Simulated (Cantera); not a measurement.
A jet of H2 : O2 : N2 = 0.016 : 0.066 : 0.79 (molar parts) at 300 K and 6800 Pa hits a platinum plate 3.2 cm away at a mass flux of 0.16 kg/m²/s; the plate temperature is set and raised in steps from an oxygen-covered start.

Detailed kinetics in Cantera: Deutschmann's 1995 Pt surface mechanism with GRI-Mech 3.0 gas chemistry. Catalytic surfaces can have several steady states; this one follows from the mechanism file's or the stated starting coverage.

One state of this run: wall x H2 = 0.00260; wall x O2 = 0.0590; wall x H2O = 0.0299; wall x OH = <1e-8; θ free Pt = 0.108; θ O* = 0.890; θ OH* = 0.00202. x: mole fraction at the wall; θ: surface coverage.

Which value of plate T (K) does it belong to?
A. 550
B. 650
C. 600
D. 750

D, 750
